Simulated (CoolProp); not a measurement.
Saturated liquid density (kg/m³) of n-heptane: the reference equation beside estimates from Tc = 541.2 K, pc = 2.774 MPa, ω = 0.349. Rackett uses Z = 0.29056 − 0.08775 ω.

Values from CoolProp's reference Helmholtz-energy equation of state, Span 2003. It is a short technical equation, of lower accuracy than the large ones.

```tsv
T (K)	reference	Rackett	van der Waals	Redlich-Kwong	Soave-Redlich-Kwong	Peng-Robinson
244.3	724.3	739.2	415.6	618.6	634.7	712.5
267.5	705.1	720.2	406.2	603.4	622.1	…
290.8	…	700.4	396.3	586.9	608.2	684.6
314	666.0	680.0	385.8	569.1	592.9	668.3
337.3	645.6	658.6	374.6	549.8	575.8	650.0
360.5	624.6	636.2	362.6	529.0	556.8	629.5
383.7	602.4	612.5	349.8	…	535.6	606.3
407	578.7	587.1	…	481.1	511.4	…
430.2	553.0	559.8	320.3	453.4	…	549.2
453.5	…	529.4	302.9	422.1	452.0	513.0
476.7	490.6	494.9	283.1	386.3	414.1	469.8
499.9	448.4	453.4	259.1	343.6	367.3	415.4
```

### Question
Fill in the missing entries.

### Answer

- 267.5, Peng-Robinson: 699.3
- 290.8, reference: 685.7
- 383.7, Redlich-Kwong: 506.2
- 407, van der Waals: 335.7
- 407, Peng-Robinson: 579.7
- 430.2, Soave-Redlich-Kwong: 484.0
- 453.5, reference: 524.1

Absolute difference from the reference over all 12 rows, mean and median: Rackett 1.6 and 1.8 %, van der Waals 42.2 and 42.1 %, Redlich-Kwong 16.9 and 15.6 %, Soave-Redlich-Kwong 12.6 and 11.7 %, Peng-Robinson 1.6 and 0.7 %.
